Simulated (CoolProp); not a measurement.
A closed Brayton cycle with nitrogen: compressor inlet 331.15 K and 2.7 MPa, high pressure 8.03 MPa, turbine inlet 875 K, compressor efficiency 0.8, turbine efficiency 0.9, recuperator effectiveness 0.8 (on enthalpy, no pinch check). Each further row changes one setting.

Computed with CoolProp (reference Helmholtz-energy equation of state, Span 2000).

```tsv
case	thermal efficiency (%)	net work (kJ/kg)	compressor to turbine work	compressor exit (K)	turbine exit (K)
as stated	24.4	65.8	0.71	482.8	676.5
turbine inlet 825 K	___	52.7	0.75	482.8	636.1
compressor inlet 341.15 K	___	60.8	___	497.2	676.5
high pressure 6.83 MPa	25.2	63.3	0.68	457.2	702.9
recuperator effectiveness 0.5	19.8	65.8	0.71	482.8	676.5
```

Question: What belongs in the gaps?

Answer: 
- turbine inlet 825 K, thermal efficiency (%): 21.3
- compressor inlet 341.15 K, thermal efficiency (%): 22.9
- compressor inlet 341.15 K, compressor to turbine work: 0.73
